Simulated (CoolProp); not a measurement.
Vapour-liquid equilibrium of R143a (1) + R134a (2) at 2.83 kPa; x and y are mole fractions of (1).

The numbers come from the multi-fluid Helmholtz-energy mixture model, Lemmon and Jacobsen 2000 and Tillner-Roth 1994; pair parameters Lemmon 2004 in CoolProp.

```tsv
x	bubble temperature, mixture model (°C)	bubble temperature, Raoult's law (°C)	y, mixture model	y, Raoult's law
0.05	(withheld)	-85.0	0.188	0.195
0.2	(withheld)	-89.6	(withheld)	0.554
0.35	(withheld)	-93.1	0.737	0.739
0.5	-95.7	-95.8	(withheld)	0.846
0.65	-97.9	-98.0	(withheld)	0.914
0.8	-99.8	-99.8	0.960	0.960
0.95	(withheld)	-101.4	(withheld)	0.991
```

What belongs in the gaps?


- 0.05, bubble temperature, mixture model (°C): -84.9
- 0.2, bubble temperature, mixture model (°C): -89.4
- 0.2, y, mixture model: 0.546
- 0.35, bubble temperature, mixture model (°C): -92.9
- 0.5, y, mixture model: 0.847
- 0.65, y, mixture model: 0.915
- 0.95, bubble temperature, mixture model (°C): -101.3
- 0.95, y, mixture model: 0.992

The largest gap from Raoult's law is +0.2 K in bubble temperature, at x = 0.2. No azeotrope shows between x = 0.05 and 0.95.

The pair parameters rest on a limited set of measurements; away from them the model extrapolates.
